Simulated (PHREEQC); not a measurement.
Consider water at 20 °C and 300 atm with 0.011 mol MgCl2, 4.6e-06 mol CO2 and 0.11 mol KCl per kg of water. Closed to the air; pH follows from the charge balance.

Model: ion-association model, phreeqc.dat, run in PHREEQC.

Question: The ionic strength comes out as 0.143 mol/kgw. What activity coefficients do K+, HCO3-, H+, Mg+2, Cl- get?

Answer: K+ 0.74, HCO3- 0.77, H+ 0.81, Mg+2 0.38, Cl- 0.74.

No solid was allowed to form. Species that the database lacks are ignored. Under pressure, the constants of complexes without a molar volume in the database are unreliable.
